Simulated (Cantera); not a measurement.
Adiabatic ignition

An adiabatic, constant-pressure homogeneous reactor starts with 6.65 % CH3OH, 19.5 % O2, 73.8 % N2, equivalence ratio 0.51, at 1775 K and 1.00 atm.

Computed with Cantera and GRI-Mech 3.0 (53 species, 325 reactions). GRI-Mech 3.0 was tuned for natural gas; its chemistry of methanol as a main component is partial and can be far from experiment.

```csv
t (s),T (K),x CH3OH,x O2,x HCO,x CO,x CH2,x CH2O
5.00e-6,1775,0.0649,0.194,5.51e-7,0.000134,1.43e-6,0.00112
1.07e-5,1780,0.0614,0.192,4.23e-6,0.000505,1.46e-6,0.00407
2.27e-5,1826,0.0449,0.181,3.92e-5,0.00537,1.97e-6,0.0145
4.84e-5,2200,<1e-12,0.102,4.81e-8,0.0413,3.97e-12,8.15e-11
0.000103,2379,<1e-12,0.0917,1.68e-8,0.0201,<1e-12,3.56e-11
0.000220,2532,<1e-12,0.0912,6.43e-9,0.0150,<1e-12,2.30e-11
0.000469,2606,<1e-12,0.0906,3.69e-9,0.0117,<1e-12,1.79e-11
0.00100,2612,<1e-12,0.0899,3.44e-9,0.0113,<1e-12,1.73e-11
0.00213,2609,<1e-12,0.0886,3.37e-9,0.0112,<1e-12,1.71e-11
0.00454,2604,<1e-12,0.0866,3.27e-9,0.0111,<1e-12,1.67e-11
0.00969,2599,<1e-12,0.0845,3.17e-9,0.0110,<1e-12,1.64e-11
0.0206,2596,<1e-12,0.0836,3.13e-9,0.0109,<1e-12,1.62e-11
0.0440,2596,<1e-12,0.0836,3.12e-9,0.0109,<1e-12,1.62e-11
0.0938,2596,<1e-12,0.0836,3.12e-9,0.0109,<1e-12,1.62e-11
0.200,2596,<1e-12,0.0836,3.12e-9,0.0109,<1e-12,1.62e-11
```
x: mole fraction; the columns are a selection and need not sum to one.

```json
{
 "time_of_steepest_temperature_rise": "40.2 µs",
 "temperature at 0.200 s": "2596 K",
 "equilibrium_temperature": "2596 K",
 "x(CH3OH) at 0.200 s": "<1e-12 (gas-phase equilibrium <1e-12)",
 "x(O2) at 0.200 s": "0.0836 (gas-phase equilibrium 0.0836)",
 "x(HCO) at 0.200 s": "3.12e-9 (gas-phase equilibrium 3.12e-9)"
}
```
